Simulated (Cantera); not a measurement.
An adiabatic, constant-volume homogeneous reactor starts with CO : H2 : CH4 : O2 : N2 = 1 : 0.25 : 0.054 : 0.883 : 3.32 (molar parts), at 1725 K and 910000 Pa. Integrator tolerance rtol = 1e-08.

Computed with Cantera and GRI-Mech 3.0 (53 species, 325 reactions). Above 3000 K some thermodynamic fits are extrapolated.

```
quantity                                                            before                                    after
---------------------------------  ---------------------------------------  ---------------------------------------
time of steepest temperature rise                                  1.78 µs                                  19.2 µs
temperature at 3.00 s                                               3098 K                                   2969 K
equilibrium temperature                                             3098 K                                   2969 K
x(CO) at 3.00 s                      0.0728 (gas-phase equilibrium 0.0728)    0.0515 (gas-phase equilibrium 0.0515)
x(H2) at 3.00 s                    0.00401 (gas-phase equilibrium 0.00401)  0.00273 (gas-phase equilibrium 0.00273)
x(CH4) at 3.00 s                     <1e-12 (gas-phase equilibrium <1e-12)    <1e-12 (gas-phase equilibrium <1e-12)
x(N2O) at 3.00 s                   4.61e-6 (gas-phase equilibrium 4.61e-6)  4.24e-6 (gas-phase equilibrium 4.24e-6)
x(C2H2) at 3.00 s                    <1e-12 (gas-phase equilibrium <1e-12)    <1e-12 (gas-phase equilibrium <1e-12)
x(HO2) at 3.00 s                   2.45e-5 (gas-phase equilibrium 2.45e-5)  1.97e-5 (gas-phase equilibrium 1.97e-5)
```

Task: What was changed between the two runs?
(A) constant pressure in place of constant volume
(B) initial temperature 1725 to 1275 K
(C) CO 1 to 0.7 parts
(D) initial temperature 1725 to 1373 K

Result: B, initial temperature 1725 to 1275 K
